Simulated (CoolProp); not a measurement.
Vapour-liquid equilibrium of carbon dioxide (1) + propane (2) at 535 kPa; x and y are mole fractions of (1).

Model: multi-fluid Helmholtz-energy mixture model, Span 1996 and Lemmon 2009; pair parameters Kunz 2012, in CoolProp.

```
x     bubble temperature, mixture model (°C)  bubble temperature, Raoult's law (°C)  y, mixture model  y, Raoult's law
----  --------------------------------------  -------------------------------------  ----------------  ---------------
0.05                                   -10.3                                   -5.2             0.363            0.283
0.15                                   -30.2                                  -18.1             0.708            0.585
0.25                                   -41.2                                  -27.0             0.829            0.736
0.35                                   -47.2                                  -33.7             0.879            0.824
0.45                                   -50.3                                  -38.9             0.903            0.880
0.55                                   -51.9                                  -43.1             0.915            0.919
0.65                                   -52.8                                  -46.7             0.923            0.946
0.75                                   -53.5                                  -49.7             0.932            0.967
0.85                                   -54.4                                  -52.4             0.945            0.982
0.95                                   -55.3                                  -54.7             0.974            0.995
```

The largest gap from Raoult's law is -14.2 K in bubble temperature, at x = 0.25. No azeotrope shows between x = 0.05 and 0.95.

The pair parameters rest on a limited set of measurements; away from them the model extrapolates. With so large a gap from Raoult's law the liquid may split in two, which this calculation doesn't test in full.
